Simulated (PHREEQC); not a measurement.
A solution holds 3.1 mmol/kgw HCl and 1.9 mmol/kgw ZnSO4, at 25 °C. Closed to the air; pH follows from the charge balance.

Equilibrium calculation in PHREEQC: ion-association model, phreeqc.dat.

Precipitation was switched off in this run.

**Question.** What pH, specific conductance, ionic strength does the model give?

**Answer.** pH 2.58; specific conductance 1510 µS/cm; ionic strength 0.00917 mol/kgw.

**Question.** In which forms is Zn present?

**Answer.** Zn+2 86 %, ZnSO4 13 % of the Zn.
